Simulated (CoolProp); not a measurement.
Isobutane along the isotherm 56.25 °C: density (kg/m³) from the reference equation and from simpler models built on Tc = 134.7 °C, pc = 3.629 MPa, ω = 0.184; each cubic takes its own stable root.

The numbers come from the reference Helmholtz-energy equation of state, Bücker 2006 in CoolProp.

```tsv
p (MPa)	phase	reference	van der Waals	Redlich-Kwong	Soave-Redlich-Kwong
0.605	gas	14.70	14.10	___	14.60
1.21	liquid	509.8	32.13	449.5	___
1.81	liquid	511.8	320.7	453.7	468.9
2.42	liquid	513.8	325.5	457.7	472.2
3.02	liquid	515.6	329.7	461.4	475.3
3.63	liquid	517.5	333.5	464.9	478.3
4.23	liquid	519.2	336.8	468.2	481.1
4.84	liquid	521.0	___	471.4	483.8
5.44	liquid	522.6	342.9	474.4	486.4
6.05	liquid	___	345.6	477.3	488.9
6.65	liquid	525.8	348.1	480.0	491.3
7.26	liquid	527.3	350.5	482.7	493.6
7.86	liquid	528.8	352.8	485.2	495.8
8.47	liquid	530.2	354.9	487.7	498.0
9.07	liquid	531.6	356.9	490.1	500.1
```

### Question
Complete the blanks.

### Answer

- 0.605, Redlich-Kwong: 14.49
- 1.21, Soave-Redlich-Kwong: 465.5
- 4.84, van der Waals: 340.0
- 6.05, reference: 524.2

At some of these states van der Waals gives the other phase, because its saturation line lies elsewhere.
